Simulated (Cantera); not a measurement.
Charge: 1 mol SiHCl3, 42 mol NH3, held at 0.440 bar.

Method: chemical equilibrium by Gibbs-energy minimisation in Cantera with the NASA 1993 tables (ideal gas, pure condensed phases). Candidate condensed phases: NH4Cl, Si, Si3N4; 28 gas species. The numbers say what is thermodynamically allowed, not how fast it happens.

Over these rows the condensed part is Si3N4(s). Partial pressures as log10 of bar:

| T (K) | 1000/T (1/K) | log p SiCl2 | log p H2 | log p N2 | log p HCl |
|---|---|---|---|---|---|
| 1198 | 0.8347 | -7.15 | -0.50 | -0.98 | -1.81 |
| 1298 | 0.7704 | -6.27 | -0.50 | -0.98 | -1.81 |
| 1398 | 0.7153 | ? | -0.50 | -0.98 | -1.81 |
| 1498 | 0.6676 | -4.86 | -0.50 | -0.98 | -1.81 |
| 1598 | 0.6258 | -4.30 | -0.50 | -0.98 | -1.81 |
| 1698 | 0.5889 | -3.82 | -0.50 | -0.98 | -1.82 |

Q: Fit log p(SiCl2) = a + b·(1000/T) to the five rows, give the apparent enthalpy, and predict the row at 1398 K.

A: Means: 1000/T = 0.6975, log p = -5.280. Sxy = -0.570115, Sxx = 0.0419671, so b = -13.58 and a = -5.280 − (-13.58)×0.6975 = 4.19.
Apparent enthalpy: −19.145 × (-13.58) = 260 kJ/mol. With the condensed phases at unit activity, 1/3 Si3N4(s) + 2 HCl(g) = SiCl2(g) + H2(g) + 2/3 N2(g) links this pressure to the main gases: over the six rows their terms move log p by -0.02 in all, so the slope is close to that reaction's ΔH°. The five rows lie within 0.02 of the line.
Prediction at 1398 K: 4.19 + (-13.58)×0.7153 = -5.52. The computed value is -5.51, 0.01 from the line.
